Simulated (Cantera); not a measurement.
Input: 1 mol Si, 2.6 mol Cl2, 6.1 mol H2, at 375 °C and 0.510 bar.

Equilibrium computed with Cantera from the NASA thermochemical tables; the gas is ideal and each condensed phase is pure. Candidate condensed phases: Si; 19 gas species. The numbers say what is thermodynamically allowed, not how fast it happens.

Question: What is the equilibrium state?

Answer: x(H2): 0.714
x(HCl): 0.156
x(SiCl4): 0.130
x(SiHCl3): 4.64e-5
gas amount: 7.700 mol
log10 activity of Si(s) (absent): -12.42
